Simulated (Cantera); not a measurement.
Charge: 1 mol Si(CH3)4, 0.13 mol HCl, 28 mol H2, held at 0.0240 bar.

Cantera equilibrium calculation (NASA polynomials, part measured and part estimated; ideal gas, pure solids and liquids). Candidate condensed phases: C, C6H6, C7H8, C8H18, Si, SiC; 109 gas species. Equilibrium is a limit: real reactors are often held back by kinetics, nucleation or transport.

**Question.** At 1500 K, list the 4 most abundant gas species with their mole fractions, and the condensed phases.

**Answer.** H2 0.996, HCl 0.00381, H 0.000113, CH4 6.12e-5. Condensed: C(graphite) + SiC(s).
